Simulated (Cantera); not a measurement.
Input: 1 mol SiF₄, 0.56 mol O₃, equilibrated at 18000 Pa.

Equilibrium computed with Cantera from the NASA thermochemical tables; the gas is ideal and each condensed phase is pure. Candidate condensed phases: Si, SiO₂; 17 gas species. Kinetics and transport are ignored. All values below are at 973 K.

Base state: SiF₄ 0.543, O₂ 0.457 (mole fractions); condensed: gas only.

Problem. What changes in the equilibrium state with this change: O₃ from 0.56 to 0.11 mol?

Solution. 
```
species  before  after
-------  ------  -----
SiF₄      0.543  0.858
O₂        0.457  0.142
```
